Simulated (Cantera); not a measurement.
Input: 1 mol CuO, 5.3 mol CH4, 0.031 mol CO, 2.8 mol C, equilibrated at 30.8 Torr.

These are equilibrium values from Cantera (NASA tables, ideal gas, pure condensed phases), not measurements of a reactor. Candidate condensed phases: C, C6H6, C7H8, C8H18, Cu, CuO, Cu(OH)2, Cu2O, H2O; 113 gas species. Kinetics and transport are ignored.

**Question.** At 1423 K, list the 6 most abundant gas species with their mole fractions, and the condensed phases.

**Answer.** H2 0.911, CO 0.0886, CH4 0.000130, Cu 5.10e-5, H 3.13e-5, H2O 1.02e-5. Condensed: C(graphite) + Cu(l).
